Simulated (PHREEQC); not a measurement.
Consider water at 4.6 °C with 0.015 mol/kgw Ni(NO3)2, 0.00013 mol/kgw H2SO4 and 0.015 mol/kgw MgSO4. Closed to the air; pH follows from the charge balance.

All values are PHREEQC results (ion-association model, wateq4f.dat), not measurements.

No solid was allowed to form.

Question: Estimate the pH, ionic strength.

Answer: pH 3.76; ionic strength 0.0826 mol/kgw.

Question: In which forms is Ni present?

Answer: Ni+2 80 %, NiSO4 20 % of the Ni.

At this temperature some constants are extrapolated from 25 °C, and those without enthalpy data are left unchanged.
